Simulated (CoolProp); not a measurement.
C2F6 (R116) along the isotherm 425 K: Z from the reference equation and from simpler models built on Tc = 293.0 K, pc = 3.048 MPa, ω = 0.257; each cubic takes its own stable root.

Values from CoolProp's reference Helmholtz-energy equation of state, Lemmon 2006. It is a short technical equation, of lower accuracy than the large ones.

| p (MPa) | phase | reference |
|---|---|---|
| 0.457 | gas | 0.9877 |
| 0.914 | gas | 0.9756 |
| 1.37 | gas | 0.9637 |
| 1.83 | gas | 0.9521 |
| 2.29 | gas | 0.9407 |
| 2.74 | gas | 0.9299 |
| 3.2 | supercritical | 0.9192 |
| 3.66 | supercritical | 0.9088 |
| 4.11 | supercritical | 0.8992 |
| 4.57 | supercritical | 0.8897 |

**Question.** How far does each simpler model (Pitzer virial, van der Waals, Redlich-Kwong, Soave-Redlich-Kwong, Peng-Robinson) lie from the reference over these 10 states: mean and median of the absolute difference, and the worst?

**Answer.** 
- Pitzer virial: mean 0.7 %, median 0.6 %, worst -1.9 % at 425 K and 4.57 MPa
- van der Waals: mean 3.8 %, median 3.6 %, worst -7.8 % at 425 K and 4.57 MPa
- Redlich-Kwong: mean 2.5 %, median 2.5 %, worst -4.7 % at 425 K and 4.57 MPa
- Soave-Redlich-Kwong: mean 0.7 %, median 0.6 %, worst +1.5 % at 425 K and 4.57 MPa
- Peng-Robinson: mean 1.2 %, median 1.3 %, worst -1.7 % at 425 K and 4.57 MPa
